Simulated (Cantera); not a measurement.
What does this Cantera script print?

```python
import numpy as np
import cantera as ct

gas = ct.Solution("gri30.yaml")
gas.TPX = 1300, 170000, {'CH3OH': 0.0022, 'O2': 0.015, 'N2': 1}
inlet = ct.Reservoir(gas, clone=True)

reactor = ct.IdealGasConstPressureReactor(gas, energy="off", clone=False)
exhaust = ct.Reservoir(gas, clone=True)
tau = [0.69, 0.3, 0.13, 0.055, 0.024, 0.01, 0.0045, 0.0019, 0.00083, 0.00036][0]
for a, b in ((inlet, reactor), (reactor, exhaust)):
    ct.MassFlowController(a, b, mdot=lambda t: reactor.mass / tau)
net = ct.ReactorNet([reactor])
show = ['CH3OH', 'O2', 'C2H2', 'O', 'CH2CO', 'CO', 'CO2']

rows = []
print(f"{'tau/s':>10s}{'T/K':>9s}" + "".join(f"{s:>11s}" for s in show))
for tau in [0.69, 0.3, 0.13, 0.055, 0.024, 0.01, 0.0045, 0.0019, 0.00083, 0.00036]:
    net.initial_time = 0.0
    net.advance(30 * tau)
    before = gas.X
    net.advance(40 * tau)
    drift = np.max(np.abs(gas.X - before) / (gas.X + 1e-9))
    rows.append([gas.T, *gas[show].X, drift])
    print(f"{tau:10.3e}{gas.T:9.1f}" + "".join(f"{x:11.3e}" for x in gas[show].X))
```

It prints:

```
     tau/s      T/K      CH3OH         O2       C2H2          O      CH2CO         CO        CO2
 6.900e-01   1300.0  1.327e-06  1.151e-02  2.152e-16  3.761e-06  9.793e-14  5.109e-05  2.107e-03
 3.000e-01   1300.0  2.259e-06  1.153e-02  5.087e-16  6.172e-06  3.208e-13  9.143e-05  2.065e-03
 1.300e-01   1300.0  3.788e-06  1.157e-02  1.387e-15  9.940e-06  1.143e-12  1.603e-04  1.994e-03
 5.500e-02   1300.0  6.362e-06  1.163e-02  4.380e-15  1.567e-05  4.460e-12  2.757e-04  1.874e-03
 2.400e-02   1300.0  1.049e-05  1.172e-02  1.498e-14  2.310e-05  1.689e-11  4.449e-04  1.698e-03
 1.000e-02   1300.0  1.825e-05  1.186e-02  6.506e-14  3.200e-05  6.801e-11  6.980e-04  1.432e-03
 4.500e-03   1300.0  3.253e-05  1.206e-02  3.081e-13  3.757e-05  2.356e-10  1.001e-03  1.107e-03
 1.900e-03   1300.0  4.879e-04  1.348e-02  1.427e-12  1.952e-06  6.322e-10  1.328e-03  1.045e-04
 8.300e-04   1300.0  1.494e-03  1.439e-02  1.784e-13  3.263e-07  1.725e-10  2.999e-04  5.605e-06
 3.600e-04   1300.0  2.159e-03  1.474e-02  2.238e-14  3.743e-09  4.682e-14  1.441e-07  1.070e-07
```

Detailed kinetics in Cantera: GRI-Mech 3.0 (53 species, 325 reactions). GRI-Mech 3.0 was tuned for natural gas; its chemistry of methanol as a main component is partial and can be far from experiment.
